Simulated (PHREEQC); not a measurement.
A solution holds 0.042 mol/kgw NaHCO3, 0.001 mol/kgw NaF and 0.065 mol/kgw KCl, at 25 °C. Closed to the air; pH follows from the charge balance.

Model: ion-association model, phreeqc.dat, run in PHREEQC.

This is a speciation only: nothing precipitates in the calculation.

Question: What pH, specific conductance does the model give?

Answer: pH 8.07; specific conductance 11400 µS/cm.

Question: In which forms is Na present?

Answer: Na+ 98 %, NaHCO3 1.3 % of the Na.

Species that the database lacks are ignored.
